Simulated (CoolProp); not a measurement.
A single-stage vapour-compression cycle with the fluid: evaporating at 302.15 K (dew point), condensing at 337.15 K (bubble point), superheat 0 K, subcooling 2 K, compressor efficiency 0.75, no pressure losses. The same conditions are run with several fluids, on thermodynamics alone (safety and materials aside).

Values from CoolProp's reference Helmholtz-energy equation of state of each fluid (ammonia: Gao 2020; isobutene: Lemmon 2005; carbonyl sulfide: Lemmon 2006; R365MFC: Lemmon 2016; the fluoroketone C6F12O (FK-5-1-12): McLinden 2015; R1132(E): Akasaka 2024).

```json
[
 {"fluid": "ammonia", "cooling COP": "5.55", "pressure ratio": "2.54", "discharge temperature (K)": "387.8", "refrigerating effect (kJ/kg)": "983", "volumetric capacity (kJ/m³)": "8640"},
 {"fluid": "isobutene", "cooling COP": "5.48", "pressure ratio": "2.50", "discharge temperature (K)": "340.3", "refrigerating effect (kJ/kg)": "272", "volumetric capacity (kJ/m³)": "2310"},
 {"fluid": "carbonyl sulfide", "cooling COP": "5.20", "pressure ratio": "2.14", "discharge temperature (K)": "367.5", "refrigerating effect (kJ/kg)": "191", "volumetric capacity (kJ/m³)": "7860"},
 {"fluid": "R365MFC", "cooling COP": "5.55", "pressure ratio": "3.34", "discharge temperature (K)": "337.2", "refrigerating effect (kJ/kg)": "147", "volumetric capacity (kJ/m³)": "595"},
 {"fluid": "the fluoroketone C6F12O (FK-5-1-12)", "cooling COP": "4.86", "pressure ratio": "3.47", "discharge temperature (K)": "337.1", "refrigerating effect (kJ/kg)": "56.8", "volumetric capacity (kJ/m³)": "354"},
 {"fluid": "R1132(E)", "cooling COP": "4.35", "pressure ratio": "2.22", "discharge temperature (K)": "355.1", "refrigerating effect (kJ/kg)": "136", "volumetric capacity (kJ/m³)": "8510"}
]
```

The compression ends wet for: R365MFC; the fluoroketone C6F12O (FK-5-1-12).
